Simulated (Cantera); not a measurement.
Charge: 1 mol Ta, 0.2 mol CO2, 280 mol H2, 1.4 mol H2O.

Cantera equilibrium calculation (NASA polynomials, part measured and part estimated; ideal gas, pure solids and liquids). Candidate condensed phases: C, C6H6, C7H8, C8H18, H2O, Ta, TaC, Ta2O5; 113 gas species. Mutual solubility and eutectic melting of coexisting phases are not modelled. TaC: taken at fixed stoichiometry. Condensed phases not in the tables: Ta2C, N, O or C dissolved in the metal. Kinetics and transport are ignored.

Task: What condenses at these points (T in °C, P in Pa): (1575, 1); (975, 1); (2175, 10000); (1175, 0.10); (1375, 0.10); (2175, 100); (2375, 100)?

Result: 
```
T (°C)  P in Pa  condensed phases  Ta condensed (%)
------  -------  ----------------  ----------------
1575          1                Ta              16.4
975           1  Ta + TaC + Ta2O5             100.0
2175      10000                Ta              61.8
1175       0.10        Ta + Ta2O5              99.9
1375       0.10        Ta + Ta2O5              79.3
2175        100          gas only               0.0
2375        100          gas only               0.0
```
